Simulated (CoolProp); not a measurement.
Toluene along the isobar 3070 kPa: density (kg/m³) from the reference equation and from simpler models built on Tc = 318.6 °C, pc = 4126 kPa, ω = 0.266; each cubic takes its own stable root.

The numbers come from the reference Helmholtz-energy equation of state, Lemmon 2006 in CoolProp. It is a short technical equation, of lower accuracy than the large ones.

```
T (°C)   phase  reference  van der Waals  Redlich-Kwong  Soave-Redlich-Kwong  Peng-Robinson
------  ------  ---------  -------------  -------------  -------------------  -------------
10.25   liquid      878.1          517.3          765.0                779.5          875.8
32.65   liquid      857.5          507.4          748.2                764.9          860.2
55.15   liquid      836.7          496.9          730.2                749.0          843.2
77.55   liquid      815.5          486.0          711.1                731.8          824.8
100.05  liquid      793.7          474.4          690.6                713.0          804.5
122.45  liquid      771.3          462.1          668.7                692.7          782.4
144.85  liquid      747.9          448.8          645.1                670.3          757.8
167.35  liquid      723.1          434.4          619.4                645.5          730.4
189.75  liquid      696.6          418.6          591.3                618.0          699.7
212.25  liquid      667.6          400.6          559.9                586.6          664.3
234.65  liquid      635.1          379.7          524.1                550.4          623.2
257.05  liquid      596.9          353.5          481.4                506.6          573.0
279.55  liquid      546.9          102.9          424.1                448.5          506.0
301.95     gas      103.2          88.14          94.76                96.46          100.7
324.45     gas      85.37          79.20          82.45                82.15          85.18
346.85     gas      75.71          72.74          74.51                73.56          75.98
```

At some of these states van der Waals gives the other phase, because its saturation line lies elsewhere.
